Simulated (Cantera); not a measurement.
Input: 1 mol SiH4, 0.017 mol CH4, 65 mol H2, equilibrated at 0.133 bar.

These are equilibrium values from Cantera (NASA tables, ideal gas, pure condensed phases), not measurements of a reactor. Candidate condensed phases: C, C6H6, C7H8, C8H18, Si, SiC; 87 gas species. Mutual solubility and eutectic melting of coexisting phases are not modelled. Gases not in the tables: Si2H6 and higher silanes. Rates play no part.

What share of the Si ends up in condensed phases as a function of T (K), at 2173, 2223, 2273, 2323, 2373, 2423, 2473?


```tsv
T (K)	Si condensed (%)	as
2173	79.4	Si(l) + SiC(s)
2223	67.3	Si(l)
2273	50.0	Si(l)
2323	24.4	Si(l)
2373	0.0	-
2423	0.0	-
2473	0.0	-
```
